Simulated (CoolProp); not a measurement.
A simple Rankine cycle with R22: condensing at 317.15 K, boiler at 3.72 MPa, turbine inlet 358.9 K, turbine efficiency 0.75, pump efficiency 0.7, no recuperator. Each further row changes one setting.

The numbers come from the reference Helmholtz-energy equation of state, Kamei 1995 in CoolProp.

```csv
case,thermal efficiency (%),net work (kJ/kg),heat in (kJ/kg),turbine exit temperature (K),volume ratio over the turbine
as stated,6.0,9.82,164,317.1,?
turbine inlet 378.9 K,6.5,12.5,191,?,2.22
condensing temperature 309.15 K,7.3,12.7,174,309.1,2.87
boiler pressure 2.6 MPa,3.9,?,187,335.7,1.54
turbine efficiency 0.65,?,8.16,164,317.1,2.37
```

Question: Some entries are withheld; supply them.

Answer: 
- as stated, volume ratio over the turbine: 2.35
- turbine inlet 378.9 K, turbine exit temperature (K): 334.1
- boiler pressure 2.6 MPa, net work (kJ/kg): 7.24
- turbine efficiency 0.65, thermal efficiency (%): 5.0

The expansion ends wet for: as stated; condensing temperature 309.15 K; turbine efficiency 0.65.
